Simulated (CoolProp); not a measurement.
Cyclopentane at several states: density (kg/m³) from the reference equation and from simpler models built on Tc = 511.7 K, pc = 4.583 MPa, ω = 0.202; each cubic takes its own stable root.

Model: reference Helmholtz-energy equation of state, Gedanitz 2015, in CoolProp.

```
T (K)  p (MPa)   phase   reference  van der Waals  Redlich-Kwong
-----  -------  ------  ----------  -------------  -------------
533      0.733     gas       12.22          12.14     (withheld)
302.5    0.607  liquid       736.7          469.1          691.2
434.9   0.0575     gas       1.124          1.121          1.123
324.2    0.893  liquid  (withheld)          455.8     (withheld)
426       4.46  liquid  (withheld)          393.2          543.8
403.6   0.0138     gas      0.2891         0.2889         0.2890
```

Question: Some entries are withheld; supply them.

Answer: 
- 533, Redlich-Kwong: 12.21
- 324.2, reference: 714.9
- 324.2, Redlich-Kwong: 668.2
- 426, reference: 601.3
